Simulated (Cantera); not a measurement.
## BaF2 + H2 (halide evaporation, hydrolysis and transport)

Input: 1 mol BaF2, 0.15 mol H2, equilibrated at 10.0 mbar.

Equilibrium computed with Cantera from the NASA thermochemical tables; the gas is ideal and each condensed phase is pure. Candidate condensed phases: Ba, BaF2; 14 gas species. Kinetics and transport are ignored.

From 698 K to 1523 K the condensed part is BaF2(s).

| T (K) | x H2 | x BaF2 | x HF | x BaF | n BaF2(s) |
|---|---|---|---|---|---|
| 698 | 1.00 | <1e-12 | <1e-12 | <1e-12 | 1.00 |
| 773 | 1.00 | <1e-12 | 7.11e-11 | <1e-12 | 1.00 |
| 848 | 1.00 | <1e-12 | 1.53e-11 | 8.96e-12 | 1.00 |
| 923 | 1.00 | 1.93e-11 | 4.17e-10 | 3.17e-10 | 1.00 |
| 998 | 1.00 | 8.63e-10 | 7.12e-9 | 6.22e-9 | 1.00 |
| 1073 | 1.00 | 2.22e-8 | 8.32e-8 | 7.69e-8 | 1.00 |
| 1148 | 1.000 | 3.63e-7 | 7.02e-7 | 6.68e-7 | 1.00 |
| 1223 | 1.000 | 4.09e-6 | 4.51e-6 | 4.36e-6 | 1.000 |
| 1298 | 1.000 | 3.38e-5 | 2.30e-5 | 2.25e-5 | 1.000 |
| 1373 | 1.000 | 0.000216 | 9.72e-5 | 9.54e-5 | 1.000 |
| 1448 | 0.998 | 0.00111 | 0.000349 | 0.000344 | 1.000 |
| 1523 | 0.993 | 0.00476 | 0.00109 | 0.00108 | 0.999 |
x: gas mole fraction; n: condensed amount in mol.
